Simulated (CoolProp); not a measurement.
Vapour-liquid equilibrium of R134a (1) + n-butane (2) at 295.7 K; x and y are mole fractions of (1).

Model: multi-fluid Helmholtz-energy mixture model, Tillner-Roth 1994 and Bücker 2006; pair parameters Bell 2016, in CoolProp.

Q: Give the bubble pressure and the first vapour's composition at x = 0.05, 0.65, 0.75. Is there an azeotrope?

A: x = 0.05: 341.3 kPa, y = 0.347; x = 0.65: 654.2 kPa, y = 0.741; x = 0.75: 662.2 kPa, y = 0.776. y crosses x between x = 0.75 and 0.85: the model has an azeotrope there.

Pair parameters are fitted to limited data, so mixtures are less certain than the pure fluids. With so large a gap from Raoult's law the liquid may split in two, which this calculation doesn't test in full.
